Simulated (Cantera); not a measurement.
An adiabatic, constant-volume homogeneous reactor starts with CO : H₂ : O₂ : N₂ = 1 : 0.95 : 1.17 : 14.1 (molar parts), equivalence ratio 0.83, at 1625 K and 760 Torr. Integrator tolerance rtol = 1e-08.

Computed with Cantera and GRI-Mech 3.0 (53 species, 325 reactions).

Question: What does this change do: constant pressure in place of constant volume?

Answer: 
| quantity | before | after |
|---|---|---|
| time of steepest temperature rise | 26.7 µs | 26.8 µs |
| temperature at 3.00 s | 2477 K | 2357 K |
| equilibrium temperature | 2477 K | 2357 K |
| x(CO) at 3.00 s | 0.0113 (gas-phase equilibrium 0.0113) | 0.00769 (gas-phase equilibrium 0.00769) |
| x(H₂) at 3.00 s | 0.00198 (gas-phase equilibrium 0.00198) | 0.00137 (gas-phase equilibrium 0.00137) |
| x(O₂) at 3.00 s | 0.0140 (gas-phase equilibrium 0.0140) | 0.0131 (gas-phase equilibrium 0.0131) |
| x(N₂O) at 3.00 s | 4.19e-7 (gas-phase equilibrium 4.19e-7) | 2.68e-7 (gas-phase equilibrium 2.68e-7) |
| x(O) at 3.00 s | 0.00127 (gas-phase equilibrium 0.00127) | 0.000781 (gas-phase equilibrium 0.000781) |

Question: What does this change do: 1.3 parts CO2 added?

Answer: 
```json
[
 {"quantity": "time of steepest temperature rise", "before": "26.7 µs", "after": "28.7 µs"},
 {"quantity": "temperature at 3.00 s", "before": "2477 K", "after": "2367 K"},
 {"quantity": "equilibrium temperature", "before": "2477 K", "after": "2367 K"},
 {"quantity": "x(CO) at 3.00 s", "before": "0.0113 (gas-phase equilibrium 0.0113)", "after": "0.0140 (gas-phase equilibrium 0.0140)"},
 {"quantity": "x(H₂) at 3.00 s", "before": "0.00198 (gas-phase equilibrium 0.00198)", "after": "0.00106 (gas-phase equilibrium 0.00106)"},
 {"quantity": "x(O₂) at 3.00 s", "before": "0.0140 (gas-phase equilibrium 0.0140)", "after": "0.0150 (gas-phase equilibrium 0.0150)"},
 {"quantity": "x(N₂O) at 3.00 s", "before": "4.19e-7 (gas-phase equilibrium 4.19e-7)", "after": "3.20e-7 (gas-phase equilibrium 3.20e-7)"},
 {"quantity": "x(O) at 3.00 s", "before": "0.00127 (gas-phase equilibrium 0.00127)", "after": "0.000752 (gas-phase equilibrium 0.000752)"}
]
```
